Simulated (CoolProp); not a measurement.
Vapour-liquid equilibrium of ethanol (1) + cyclohexane (2) at 1.09 MPa; x and y are mole fractions of (1).

Model: multi-fluid Helmholtz-energy mixture model, Schroeder 2014 and Zhou 2014; pair parameters Bell 2016, in CoolProp.

Q: Give the bubble temperature and the first vapour's composition at x = 0.2, 0.65, 0.95. Is there an azeotrope?

A: x = 0.2: 432.0 K, y = 0.443; x = 0.65: 423.3 K, y = 0.670; x = 0.95: 426.0 K, y = 0.926. y crosses x between x = 0.65 and 0.725: the model has an azeotrope there.

The pair parameters rest on a limited set of measurements; away from them the model extrapolates.
